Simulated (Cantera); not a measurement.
Cantera with NASA thermochemical tables; ideal gases at 1 bar, condensed phases pure. Values are per mole of reaction as written; species without (g) are pure solids or liquids, kept so even where they would boil at 1 bar.

5 O2(g) + P4(g) = P4O10

| T (K) | ΔH° (kJ) | ΔS° (J/K) | ΔG° (kJ) | log10 K |
|---|---|---|---|---|
| 300 | … | … | … | … |
| 500 | -3061.9 | -1060.5 | -2531.6 | 264.47 |
| 525 | … | … | … | … |
| 550 | -3058.1 | -1053.3 | -2478.8 | 235.41 |
| 575 | … | … | … | … |
| 600 | -3053.6 | -1045.4 | -2426.3 | 211.22 |
| 625 | -3051.1 | -1041.3 | -2400.2 | 200.60 |
| 650 | -3048.4 | -1037.1 | -2374.2 | 190.79 |
| 675 | -3045.5 | -1032.8 | -2348.4 | 181.72 |

**Question.** Complete the blanks.

**Answer.** 
- 300, ΔH° (kJ): -3068.9
- 300, ΔS° (J/K): -1077.0
- 300, ΔG° (kJ): -2745.8
- 300, log10 K: 478.08
- 525, ΔH° (kJ): -3060.1
- 525, ΔS° (J/K): -1057.0
- 525, ΔG° (kJ): -2505.2
- 525, log10 K: 249.25
- 575, ΔH° (kJ): -3055.9
- 575, ΔS° (J/K): -1049.4
- 575, ΔG° (kJ): -2452.5
- 575, log10 K: 222.79
